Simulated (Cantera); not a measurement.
# Premixed flame

A freely propagating, adiabatic, planar premixed flame of 28.1 % H2, 8.76 % O2, 42.1 % N2, 21.1 % H2O, equivalence ratio 1.6, unburnt at 623 K and 3.55 atm; unity-Lewis-number transport, grid criteria slope 0.08 and curve 0.16, no radiation.

Model: the H2/O2 subset of GRI-Mech 3.0, which has no nitrogen chemistry, integrated in Cantera. The hydrogen kinetics of GRI-Mech 3.0 are dated; newer H2 mechanisms differ, most at raised pressure. Unity Lewis numbers drop preferential diffusion, which matters most where H2 and H carry the flame. Burning velocities carry a grid error of a few per cent, more on coarse grids.

| z (mm) | T (K) | u (m/s) | x H2 | x O2 | x H2O | x O | x HO2 | x H |
|---|---|---|---|---|---|---|---|---|
| -0.267 | 623 | 2.42 | 0.281 | 0.0876 | 0.211 | <1e-8 | 9.16e-7 | <1e-8 |
| -0.178 | 626 | 2.43 | 0.280 | 0.0874 | 0.211 | <1e-8 | 5.40e-6 | <1e-8 |
| -0.133 | 631 | 2.45 | 0.280 | 0.0871 | 0.212 | <1e-8 | 1.52e-5 | <1e-8 |
| -0.0888 | 656 | 2.54 | 0.277 | 0.0855 | 0.215 | 4.44e-8 | 6.52e-5 | <1e-8 |
| -0.0444 | 832 | 3.19 | 0.257 | 0.0745 | 0.241 | 8.33e-6 | 0.000424 | 3.49e-5 |
| -0.0222 | 1093 | 4.11 | 0.222 | 0.0566 | 0.284 | 0.000135 | 0.000438 | 0.00159 |
| 0 | 1382 | 5.09 | 0.172 | 0.0320 | 0.341 | 0.000609 | 0.000179 | 0.00984 |
| 0.0222 | 1564 | 5.68 | 0.134 | 0.0139 | 0.381 | 0.000806 | 6.46e-5 | 0.0178 |
| 0.0444 | 1658 | 5.98 | 0.118 | 0.00583 | 0.400 | 0.000659 | 2.51e-5 | 0.0188 |
| 0.0888 | 1744 | 6.25 | 0.112 | 0.00142 | 0.412 | 0.000352 | 5.99e-6 | 0.0145 |
| 0.178 | 1801 | 6.42 | 0.113 | 0.000307 | 0.418 | 0.000124 | 1.44e-6 | 0.00845 |
| 0.355 | 1834 | 6.52 | 0.114 | 7.44e-5 | 0.420 | 3.42e-5 | 3.84e-7 | 0.00437 |
| 0.711 | 1850 | 6.57 | 0.115 | 1.94e-5 | 0.422 | 8.92e-6 | 9.74e-8 | 0.00222 |
x: mole fraction of selected species; z is measured from the peak of heat release.

```
Quantity                      Value
------------------------  ---------
laminar burning velocity   242 cm/s
thermal thickness         0.0888 mm
peak x(O)                  0.000810
peak x(HO2)                0.000522
peak x(H)                    0.0190
grid points                     106
```
